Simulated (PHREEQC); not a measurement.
A solution holds 0.11 mol CaCl2 and 0.00011 mol Na2HPO4 per kg of water, at 25 °C. Closed to the air; pH follows from the charge balance.

The numbers come from PHREEQC with the ion-association model, phreeqc.dat.

Precipitation was switched off in this run.

### Question
Predict the pH, density, specific conductance.

### Answer
pH 7.41; density 1.007 g/cm³; specific conductance 19900 µS/cm.

### Question
In which forms is P present?

### Answer
CaHPO4 69 %, HPO4-2 18 %, CaPO4- 6.4 %, H2PO4- 3.8 %, CaH2PO4+ 3.0 % of the P.

The solution is supersaturated, for example in Hydroxyapatite, so a real one may precipitate; this is no full list.
